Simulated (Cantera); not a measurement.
Feed: 1 mol SiH₂Cl₂, 3.8 mol N₂, 0.15 mol NH₃, at 15.0 Pa.

Cantera equilibrium calculation (NASA polynomials, part measured and part estimated; ideal gas, pure solids and liquids). Candidate condensed phases: NH₄Cl, Si, Si₃N₄; 28 gas species. Kinetics and transport are ignored.

Over these rows the condensed part is Si₃N₄(s). Partial pressures as log10 of bar:

| T (K) | 1000/T (1/K) | log p SiCl₄ | log p N₂ | log p HCl | log p H₂ | log p SiCl₂ |
|---|---|---|---|---|---|---|
| 1198 | 0.8347 | -5.75 | -4.04 | -4.37 | -4.91 | -5.80 |
| 1248 | 0.8013 | -5.97 | -4.04 | -4.39 | -4.88 | -5.43 |
| 1298 | 0.7704 | ? | -4.04 | -4.45 | -4.83 | -5.16 |
| 1348 | 0.7418 | -6.83 | -4.04 | -4.52 | -4.76 | -4.99 |
| 1398 | 0.7153 | -7.37 | -4.03 | -4.62 | -4.70 | -4.88 |
| 1448 | 0.6906 | -7.93 | -4.03 | -4.72 | -4.66 | -4.80 |

Question: Fit log p(SiCl₄) = a + b·(1000/T) to the five rows, give the apparent enthalpy, and predict the row at 1298 K.

Answer: Means: 1000/T = 0.7567, log p = -6.770. Sxy = 0.217650, Sxx = 0.0143783, so b = 15.14 and a = -6.770 − (15.14)×0.7567 = -18.23.
Apparent enthalpy: −19.145 × (15.14) = -290 kJ/mol. With the condensed phases at unit activity, 2/3 N₂(g) + 2 SiCl₂(g) = SiCl₄(g) + 1/3 Si₃N₄(s) links this pressure to the main gases: over the six rows their terms move log p by +2.01 in all, so the slope isn't that reaction's ΔH° alone. The five rows lie within 0.17 of the line; that is curvature, so one enthalpy describes this range poorly.
Prediction at 1298 K: -18.23 + (15.14)×0.7704 = -6.57. The computed value is -6.35, 0.22 from the line.
